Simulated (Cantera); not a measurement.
# Low-pressure radical oxidation in H2/O2

An isothermal, constant-pressure homogeneous reactor starts with H2 : O2 = 0.034 : 1 (molar parts), equivalence ratio 0.017, at 1248 K and 0.0133 bar.

Model: the H2/O2 subset of GRI-Mech 3.0, which has no nitrogen chemistry, integrated in Cantera. Radical loss at walls, strong at low pressure, is not modelled.

```
t (s)         x H2   x O2    x H2O2       x H     x HO2     x H2O       x O
--------  --------  -----  --------  --------  --------  --------  --------
1.00e-6     0.0329  0.967    <1e-12  6.89e-11  6.99e-11    <1e-12    <1e-12
7.44e-6     0.0329  0.967    <1e-12  4.70e-10  5.20e-10  1.40e-12  5.14e-11
5.54e-5     0.0329  0.967    <1e-12   2.30e-9   3.87e-9  4.07e-10   1.97e-9
0.000412    0.0329  0.967  2.33e-11   2.99e-8   2.90e-8   9.04e-8   8.91e-8
0.00307    0.00401  0.944   1.53e-7   0.00504   2.69e-6    0.0239    0.0185
0.0228    0.000313  0.946   5.36e-8   0.00239   1.97e-6    0.0303    0.0190
0.170      7.62e-5  0.962   4.25e-8  0.000271   1.09e-6    0.0325   0.00441
1.26       3.15e-6  0.966   1.10e-8   2.26e-6   1.42e-7    0.0333  0.000180
9.41       1.33e-7  0.967   1.20e-9   1.98e-8   1.29e-8    0.0334   7.65e-6
70.0       1.36e-8  0.967  1.77e-10  6.55e-10   1.23e-8    0.0334   7.88e-7
```
x: mole fraction; the columns are a selection and need not sum to one.

Equilibrium at this temperature and pressure: H2 9.84e-9, O2 0.967, H2O2 1.37e-10, H 4.04e-10, HO2 1.38e-8, H2O 0.0334, O 5.71e-7 (gas phase only).
